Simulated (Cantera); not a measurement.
**Gas-phase reforming**

A perfectly stirred reactor is fed with 43.5 % CH4, 56.5 % H2O, at 20300 Torr; it is held at 2175 K, and followed from long to short residence time.

Computed with Cantera and GRI-Mech 3.0 (53 species, 325 reactions). The pressure lies above the range GRI-Mech 3.0 was tuned for (to about 10 atm).

```json
[
 {"τ (s)": "3.3", "x CH4": "0.000226", "x H2O": "0.0659", "x H": "0.000792", "x H2O2": "1.92e-11", "x C2H2": "3.66e-6"},
 {"τ (s)": "0.97", "x CH4": "0.000688", "x H2O": "0.0664", "x H": "0.000791", "x H2O2": "1.96e-11", "x C2H2": "3.27e-5"},
 {"τ (s)": "0.29", "x CH4": "0.00190", "x H2O": "0.0682", "x H": "0.000790", "x H2O2": "2.07e-11", "x C2H2": "0.000246"},
 {"τ (s)": "0.084", "x CH4": "0.00460", "x H2O": "0.0737", "x H": "0.000786", "x H2O2": "2.43e-11", "x C2H2": "0.00141"},
 {"τ (s)": "0.025", "x CH4": "0.00918", "x H2O": "0.0871", "x H": "0.000778", "x H2O2": "3.46e-11", "x C2H2": "0.00532"},
 {"τ (s)": "0.0073", "x CH4": "0.0162", "x H2O": "0.115", "x H": "0.000763", "x H2O2": "6.28e-11", "x C2H2": "0.0147"},
 {"τ (s)": "0.0021", "x CH4": "0.0264", "x H2O": "0.164", "x H": "0.000735", "x H2O2": "1.35e-10", "x C2H2": "0.0317"},
 {"τ (s)": "0.00063", "x CH4": "0.0409", "x H2O": "0.230", "x H": "0.000694", "x H2O2": "2.91e-10", "x C2H2": "0.0540"},
 {"τ (s)": "0.00019", "x CH4": "0.0632", "x H2O": "0.306", "x H": "0.000638", "x H2O2": "5.74e-10", "x C2H2": "0.0754"}
]
```
x: mole fraction; the columns are a selection and need not sum to one.
